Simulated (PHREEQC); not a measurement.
Reverse-osmosis permeate: an equilibrium model

Synthetic water in mmol/kgw, 25 °C, pH 6.08, pe 0.4:

| constituent | mmol/kgw |
|---|---|
| Na | 0.111 |
| K | 0.000102 |
| Ca | 0.0244 |
| Mg | 0.017 |
| Cl | 0.0225 |
| S(6) | 0.0218 |
| Alkalinity (meq/kgw) | 0.13 |
| N(-3) | 3.1e-05 |

Na is adjusted to close the charge balance.
Valence states are taken as typed.

Computed with PHREEQC (ion-association model, phreeqc.dat).

The ionic strength comes out as 0.000259 mol/kgw.

```csv
species,molality,activity,log γ
CO2,0.000240,0.000240,0.000
HCO3-,0.000131,0.000128,-0.008
Na+,0.000113,0.000111,-0.008
Ca+2,2.43e-5,2.26e-5,-0.032
Cl-,2.25e-5,2.21e-5,-0.008
SO4-2,2.16e-5,2.01e-5,-0.032
Mg+2,1.69e-5,1.57e-5,-0.032
H+,8.47e-7,8.32e-7,-0.008
K+,1.02e-7,1.00e-7,-0.008
CaSO4,8.06e-8,8.06e-8,0.000
MgSO4,7.40e-8,7.40e-8,0.000
CaHCO3+,3.76e-8,3.70e-8,-0.008
NH4+,3.10e-8,3.04e-8,-0.008
MgHCO3+,2.40e-8,2.36e-8,-0.008
OH-,1.24e-8,1.22e-8,-0.008
NaSO4-,1.14e-8,1.12e-8,-0.008
```

No solid was allowed to form. Complexes and solids missing from the database can't appear.
